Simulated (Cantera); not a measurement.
A closed system holds: 1 mol Al, 2.6 mol N2, at 0.0110 bar.

Method: chemical equilibrium by Gibbs-energy minimisation in Cantera with the NASA 1993 tables (ideal gas, pure condensed phases). Candidate condensed phases: Al, AlN; 5 gas species. Equilibrium is a limit: real reactors are often held back by kinetics, nucleation or transport. All values below are at 2148 K.

Base state: N2 0.722, Al 0.278, Al2 0.000126 (mole fractions); condensed: gas only.

What changes in the equilibrium state with this change: pressure from 0.0110 bar to 0.0133 bar?


```json
[
 {"species": "N2", "before": "0.722", "after": "0.797"},
 {"species": "Al", "before": "0.278", "after": "0.203"},
 {"species": "Al2", "before": "0.000126", "after": "8.18e-5"},
 {"species": "AlN(s), mol", "before": "0", "after": "0.386"}
]
```

What changes in the equilibrium state with this change: 0.0064 mol Cl2 added?


```tsv
species	before	after
N2	0.722	0.722
Al	0.278	0.274
AlCl	0	0.00356
Al2	0.000126	0.000123
```
Further candidate phases: AlCl3.
